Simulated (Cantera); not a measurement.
Predominance diagram of Sr at 900 K against the partial pressures of O2 and Cl2 (log10, bar). Source: NASA polynomial tables (part measured, part estimated), evaluated in Cantera. Candidates: Sr(s), SrCl2(s), SrO(s). Only these pure phases compete in this equilibrium. Not in the tables: the peroxide, oxide halides.

**Question.** Which phase is stable at these pairs, and which metal-bearing vapour leads over it? (-22.5, -36); (-14.3, -30); (-6.1, -21); (-38.9, -21); (-43, -36); (-16.4, -21); (-38.9, -12)

**Answer.** 
```tsv
log p(O2)	log p(Cl2)	phase	chief vapour	log p (bar)
-22.5	-36	SrO(s)	Sr	-21.9
-14.3	-30	SrO(s)	SrCl2	-22.7
-6.1	-21	SrO(s)	SrCl2	-17.8
-38.9	-21	SrCl2(s)	SrCl2	-10.6
-43	-36	SrO(s)	Sr	-11.6
-16.4	-21	SrO(s)	SrCl2	-12.7
-38.9	-12	SrCl2(s)	SrCl2	-10.6
```
